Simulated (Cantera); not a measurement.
Charge: 1 mol SiCl4, 0.83 mol NH3, 7.9 mol N2, equilibrated at 0.100 bar.

Method: chemical equilibrium by Gibbs-energy minimisation in Cantera with the NASA 1993 tables (ideal gas, pure condensed phases). Candidate condensed phases: NH4Cl, Si, Si3N4; 28 gas species. The tables' values for SiCl3 are old estimates; treat these amounts as uncertain. Kinetics and transport are ignored. All values below are at 1598 K.

Base state: N2 0.734, HCl 0.147, SiCl2 0.0503, H2 0.0369, SiCl3 0.0168, SiCl4 0.0139, SiHCl3 0.000501, Cl 0.000102 (mole fractions); condensed: Si3N4(s).

Problem. What changes in the equilibrium state with this change: pressure from 0.100 bar to 69.0 mbar?

Solution. 
```
species          before     after
-------------  --------  --------
N2                0.734     0.732
HCl               0.147     0.143
SiCl2            0.0503    0.0595
SiCl4            0.0139    0.0105
SiCl3            0.0168    0.0159
H2               0.0369    0.0380
SiHCl3         0.000501  0.000398
H               3.23e-5   3.95e-5
Cl             0.000102  0.000118
Si3N4(s), mol    0.0273   0.00772
```
